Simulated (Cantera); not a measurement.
Mixture: C₃H₈ : O₂ : N₂ : CO₂ = 1 : 4.17 : 18.3 : 0.49 (molar parts), equivalence ratio 1.2, at 750 Torr, adiabatic and at constant pressure. Ignition delay is the time to a rise of 400 K.

Model: GRI-Mech 3.0 (53 species, 325 reactions), integrated in Cantera. GRI-Mech 3.0 was tuned for natural gas; its chemistry of propane as a main component is partial and can be far from experiment.

### Question
What does this change do: pressure from 750 Torr to 2030 Torr?

### Answer
```
quantity                                                before       after
--------------------------------------------------  ----------  ----------
delay at 1225 K                                        4.32 ms     2.67 ms
delay at 1325 K                                       0.758 ms    0.464 ms
delay at 1425 K                                       0.196 ms    0.114 ms
delay at 1525 K                                        71.5 µs     38.4 µs
delay at 1625 K                                        33.9 µs     16.9 µs
delay at 1725 K                                        19.4 µs     9.13 µs
delay at 1825 K                                        12.7 µs     5.70 µs
apparent activation energy between 1625 and 1825 K  120 kJ/mol  130 kJ/mol
```
